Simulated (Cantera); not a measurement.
Charge: 1 mol (CH3)2SiCl2, 7.3 mol H2, equilibrated at 1350 K and 21.0 mbar.

Equilibrium computed with Cantera from the NASA thermochemical tables; the gas is ideal and each condensed phase is pure. Candidate condensed phases: C, C6H6, C7H8, C8H18, Si, SiC; 109 gas species. The feed counts by its element totals alone. The tables' values for SiCl3 are old estimates; treat these amounts as uncertain. Equilibrium is a limit: real reactors are often held back by kinetics, nucleation or transport.

Base state: H2 0.824, HCl 0.176, SiCl2 0.000400, SiCl4 8.39e-5, CH4 8.21e-5, SiCl3 8.20e-5, SiHCl3 2.25e-5, H 1.49e-5 (mole fractions); condensed: C(graphite) + SiC(s).

Question: What changes in the equilibrium state with this change: (CH3)2SiCl2 replaced by CH3SiH3?

Answer: 
```json
[
 {"species": "H2", "before": "0.824", "after": "1.000"},
 {"species": "H", "before": "1.49e-5", "after": "1.64e-5"},
 {"species": "CH4", "before": "8.21e-5", "after": "4.60e-7"},
 {"species": "HCl", "before": "0.176", "after": "0"},
 {"species": "SiCl2", "before": "0.000400", "after": "0"},
 {"species": "SiCl4", "before": "8.39e-5", "after": "0"},
 {"species": "SiCl3", "before": "8.20e-5", "after": "0"},
 {"species": "SiHCl3", "before": "2.25e-5", "after": "0"},
 {"species": "C(graphite), mol", "before": "1.01", "after": "0"},
 {"species": "SiC(s), mol", "before": "0.993", "after": "1.000"}
]
```

Question: What changes in the equilibrium state with this change: temperature from 1350 K to 1950 K?

Answer: 
```
species             before     after
----------------  --------  --------
H2                   0.824     0.820
HCl                  0.176     0.167
H                  1.49e-5   0.00716
SiCl2             0.000400   0.00393
Si                   <1e-9   5.14e-5
SiCl               3.05e-9   5.24e-5
C2H2 (acetylene)   1.02e-6  0.000448
C(graphite), mol      1.01      1.04
SiC(s), mol          0.993     0.954
```
The tables' values for SiCl, SiCl3 are old estimates; treat these amounts as uncertain.
